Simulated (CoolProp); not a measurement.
n-perfluorohexane along the isotherm 99.85 °C: density (kg/m³) from the reference equation and from simpler models built on Tc = 174.9 °C, pc = 1.742 MPa, ω = 0.497; each cubic takes its own stable root.

The numbers come from the reference Helmholtz-energy equation of state, Gao 2022 in CoolProp.

```tsv
p (MPa)	phase	reference	van der Waals	Soave-Redlich-Kwong	Peng-Robinson
1.74	liquid	1445	824.3	1232	1394
3.48	liquid	1464	873.5	1267	1430
5.22	liquid	1481	906.7	1296	1459
6.97	liquid	1496	931.9	1321	1485
8.71	liquid	1509	952.2	1342	1507
10.4	liquid	1521	968.7	1361	1526
12.2	liquid	1533	983.8	1378	1544
13.9	liquid	1543	996.2	1393	1560
15.7	liquid	1554	1008	1407	1575
17.4	liquid	1563	1018	1420	1588
```
